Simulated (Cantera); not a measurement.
Cantera with NASA thermochemical tables; ideal gases at 1 bar, condensed phases pure. Values are per mole of reaction as written; species without (g) are pure solids or liquids, kept so even where they would boil at 1 bar.

Problem. Between 600 and 1600 K, where is each reaction favourable under standard conditions?
- NO2(g) + 2 LiCl → 2 Cl(g) + NO(g) + Li2O

Solution. 
- NO2(g) + 2 LiCl → 2 Cl(g) + NO(g) + Li2O: ΔG° is 386 kJ at 600 K and 208 kJ at 1600 K; it stays positive (K < 1). ΔH° is 468 kJ and ΔS° 163 J/K at 1600 K.
